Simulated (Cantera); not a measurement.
Source: NASA polynomial tables (part measured, part estimated), evaluated in Cantera. Values are per mole of reaction as written; species without (g) are pure solids or liquids, kept so even where they would boil at 1 bar.

AlN + O(g) → NO(g) + Al(g)

```json
[
 {"T (K)": "300", "ΔH° (kJ)": "489.8", "ΔS° (J/K)": "194.1", "ΔG° (kJ)": "431.6", "log10 K": "-75.14"},
 {"T (K)": "573", "ΔH° (kJ)": "…", "ΔS° (J/K)": "…", "ΔG° (kJ)": "…", "log10 K": "…"},
 {"T (K)": "723", "ΔH° (kJ)": "…", "ΔS° (J/K)": "…", "ΔG° (kJ)": "…", "log10 K": "…"},
 {"T (K)": "873", "ΔH° (kJ)": "…", "ΔS° (J/K)": "…", "ΔG° (kJ)": "…", "log10 K": "…"},
 {"T (K)": "1023", "ΔH° (kJ)": "…", "ΔS° (J/K)": "…", "ΔG° (kJ)": "…", "log10 K": "…"},
 {"T (K)": "1173", "ΔH° (kJ)": "479.2", "ΔS° (J/K)": "179.4", "ΔG° (kJ)": "268.8", "log10 K": "-11.97"}
]
```

Q: What belongs in the gaps?

A: 
- 573, ΔH° (kJ): 487.6
- 573, ΔS° (J/K): 189.4
- 573, ΔG° (kJ): 379.1
- 573, log10 K: -34.56
- 723, ΔH° (kJ): 485.7
- 723, ΔS° (J/K): 186.3
- 723, ΔG° (kJ): 350.9
- 723, log10 K: -25.35
- 873, ΔH° (kJ): 483.6
- 873, ΔS° (J/K): 183.7
- 873, ΔG° (kJ): 323.2
- 873, log10 K: -19.34
- 1023, ΔH° (kJ): 481.4
- 1023, ΔS° (J/K): 181.4
- 1023, ΔG° (kJ): 295.8
- 1023, log10 K: -15.10
